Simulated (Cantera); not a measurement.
Feed: 1 mol Si3N4, 0.058 mol N2O, 13 mol N2, at 0.500 bar.

Equilibrium computed with Cantera from the NASA thermochemical tables; the gas is ideal and each condensed phase is pure. Candidate condensed phases: Si, SiO2, Si2N2O, Si3N4; 16 gas species. Mutual solubility and eutectic melting of coexisting phases are not modelled. The tables' values for SiN are old estimates; treat these amounts as uncertain. The numbers say what is thermodynamically allowed, not how fast it happens.

x: gas mole fraction; n: condensed amount in mol.

```
T (°C)   x N2     x SiO      x Si    x Si2N     x SiN  n Si2N2O(s)  n Si3N4(s)  n Si(l)
------  -----  --------  --------  --------  --------  -----------  ----------  -------
650      1.00    <1e-12    <1e-12    <1e-12    <1e-12       0.0580       0.961        0
750      1.00    <1e-12    <1e-12    <1e-12    <1e-12       0.0580       0.961        0
850      1.00    <1e-12    <1e-12    <1e-12    <1e-12       0.0580       0.961        0
950      1.00  2.09e-12    <1e-12    <1e-12    <1e-12       0.0580       0.961        0
1050     1.00  1.58e-10    <1e-12    <1e-12    <1e-12       0.0580       0.961        0
1150     1.00         ?         ?    <1e-12  2.81e-12       0.0580       0.961        0
1250     1.00   1.59e-7  1.01e-10    <1e-12  8.32e-11       0.0580       0.961        0
1350    1.000   2.62e-6   2.88e-9  2.55e-11   1.61e-9       0.0580       0.961        0
1450    1.000   3.09e-5   5.54e-8   1.09e-9   2.20e-8       0.0576       0.961        0
1550    1.000  0.000276   7.66e-7   3.05e-8   2.24e-7       0.0544       0.963        0
1650    0.998   0.00195   8.02e-6   5.97e-7   1.79e-6       0.0324       0.970        0
1750    0.996   0.00441   6.63e-5   8.65e-6   1.15e-5            0       0.980        0
1850    0.996   0.00384         ?         ?   4.74e-5            0           0     2.93
1950    0.995   0.00383  0.000920  0.000114  0.000105            0           0     2.92
```

### Question
Some entries are withheld; supply them.

### Answer

- 1850, x Si: 0.000340
- 1850, x Si2N: 5.58e-5
- 1150, x SiO: 6.42e-9
- 1150, x Si: 2.19e-12
